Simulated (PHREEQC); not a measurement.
Dissolve 0.004 mol CdSO4, 0.00023 mol NaOH and 0.021 mol FeSO4 per kg of water at 25 °C. Closed to the air; pH follows from the charge balance.

All values are PHREEQC results (ion-association model, wateq4f.dat), not measurements.

**Question.** The ionic strength comes out as 0.0631 mol/kgw. What activity coefficients do Na+, Fe+2, SO4-2, CdOH+, OH- get?

**Answer.** Na+ 0.81, Fe+2 0.45, SO4-2 0.43, CdOH+ 0.81, OH- 0.80.

Precipitation was switched off in this run. Complexes and solids missing from the database can't appear.
